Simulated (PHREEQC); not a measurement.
Solution (20 °C): 0.09 mol/kgw HNO3, 0.014 mol/kgw AlCl3 and 0.0115 mol/kgw KCl. It is in equilibrium with CO2 at log p = -3.4 (atm). Otherwise closed; pH follows from the charge balance.

The numbers come from PHREEQC with the ion-association model, phreeqc.dat.

Problem. The ionic strength comes out as 0.185 mol/kgw. What activity coefficients do NO3-, Al+3, K+, H+, Cl- get?

Solution. NO3- 0.70, Al+3 0.14, K+ 0.72, H+ 0.80, Cl- 0.72.

No solid was allowed to form.
